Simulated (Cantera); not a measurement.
An isothermal, constant-pressure homogeneous reactor starts with CH₂O : O₂ : N₂ = 0.029 : 0.016 : 1 (molar parts), equivalence ratio 1.8, at 1575 K and 57000 Pa.

Detailed kinetics in Cantera: GRI-Mech 3.0 (53 species, 325 reactions).

x: mole fraction; the columns are a selection and need not sum to one.

| t (s) | x CH₂O | x O₂ | x H₂ | x C₂H | x CH₄ | x OH |
|---|---|---|---|---|---|---|
| 2.00e-6 | 0.0277 | 0.0153 | 1.43e-6 | <1e-12 | <1e-12 | ___ |
| 7.43e-6 | 0.0277 | 0.0153 | 1.30e-5 | <1e-12 | <1e-12 | ___ |
| 2.76e-5 | 0.0275 | 0.0152 | 0.000161 | <1e-12 | 1.15e-10 | ___ |
| 0.000102 | 0.0171 | 0.0132 | 0.00735 | <1e-12 | 1.11e-7 | ___ |
| 0.000381 | 1.05e-10 | 0.00282 | 0.00517 | <1e-12 | <1e-12 | ___ |
| 0.00141 | 8.22e-11 | 0.000707 | 0.00706 | <1e-12 | <1e-12 | ___ |
| 0.00525 | 6.34e-11 | 0.000101 | 0.00790 | <1e-12 | <1e-12 | ___ |
| 0.0195 | 4.49e-11 | 6.61e-6 | 0.00851 | <1e-12 | <1e-12 | ___ |
| 0.0725 | 3.72e-11 | 4.09e-7 | 0.00870 | <1e-12 | <1e-12 | ___ |
| 0.269 | 3.49e-11 | 2.51e-8 | 0.00875 | <1e-12 | <1e-12 | ___ |
| 1.00 | 3.43e-11 | 1.62e-9 | 0.00876 | <1e-12 | <1e-12 | ___ |

Q: Complete the blanks.

A: 
- 2.00e-6, x OH: 1.26e-8
- 7.43e-6, x OH: 9.99e-8
- 2.76e-5, x OH: 1.05e-6
- 0.000102, x OH: 3.70e-5
- 0.000381, x OH: 0.00106
- 0.00141, x OH: 0.000677
- 0.00525, x OH: 0.000270
- 0.0195, x OH: 7.19e-5
- 0.0725, x OH: 1.81e-5
- 0.269, x OH: 4.49e-6
- 1.00, x OH: 1.14e-6
